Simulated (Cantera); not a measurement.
## SiH4 + NH3 (silicon nitride deposition)

Charge: 1 mol SiH4, a varied amount of NH3, held at 1525 °C and 75.0 Torr.

Cantera equilibrium calculation (NASA polynomials, part measured and part estimated; ideal gas, pure solids and liquids). Candidate condensed phases: Si, Si3N4; 18 gas species. Mutual solubility and eutectic melting of coexisting phases are not modelled. Gases not in the tables: Si2H6 and higher silanes. Rates play no part.

```
n(NH3) (mol)   x H2    x N2       x H     x Si   x SiH2  n Si(l)  n Si3N4(s)
------------  -----  ------  --------  -------  -------  -------  ----------
0.45          0.921  0.0775   0.00107  3.09e-5  2.72e-5    1.000           0
0.83          0.913  0.0854   0.00107  3.09e-5  2.70e-5    0.832      0.0558
1.5           0.913  0.0854   0.00107  3.09e-5  2.70e-5    0.471       0.176
2.8           0.893   0.106   0.00105  2.68e-5  2.29e-5        0       0.333
5             0.837   0.162   0.00102  2.02e-5  1.62e-5        0       0.333
9.2           0.800   0.199  0.000997  1.76e-5  1.34e-5        0       0.333
17            0.777   0.222  0.000983  1.64e-5  1.22e-5        0       0.333
31            0.765   0.234  0.000975  1.58e-5  1.15e-5        0       0.333
```
x: gas mole fraction; n: condensed amount in mol.

At 0.45 mol NH3 the condensed part is Si(l). From 0.83 mol NH3 to 1.5 mol NH3 the condensed part is Si(l) + Si3N4(s). From 2.8 mol NH3 to 31 mol NH3 the condensed part is Si3N4(s). The main Si-bearing gas is Si throughout.
